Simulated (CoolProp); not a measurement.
n-hexane along the isobar 35.4 bar: Z from the reference equation and from simpler models built on Tc = 507.8 K, pc = 30.44 bar, ω = 0.300; each cubic takes its own stable root.

Model: reference Helmholtz-energy equation of state, Thol 2019, in CoolProp.

```tsv
T (K)	phase	reference
195.2	liquid	0.2521
204	liquid	0.2436
212.7	liquid	0.2360
221.4	liquid	0.2289
230.2	liquid	0.2225
238.9	liquid	0.2165
247.7	liquid	0.2111
256.4	liquid	0.2060
265.1	liquid	0.2014
273.9	liquid	0.1971
282.6	liquid	0.1932
291.4	liquid	0.1895
```

Task: How far does each simpler model (van der Waals, Redlich-Kwong, Soave-Redlich-Kwong, Peng-Robinson) lie from the reference over these 12 states: mean and median of the absolute difference, and the worst?

Result: 
- van der Waals: mean 68.9 %, median 68.8 %, worst +71.0 % at 195.2 K and 35.4 bar
- Redlich-Kwong: mean 14.6 %, median 14.5 %, worst +15.4 % at 195.2 K and 35.4 bar
- Soave-Redlich-Kwong: mean 12.1 %, median 12.0 %, worst +13.8 % at 195.2 K and 35.4 bar
- Peng-Robinson: mean 0.9 %, median 0.9 %, worst +1.6 % at 195.2 K and 35.4 bar
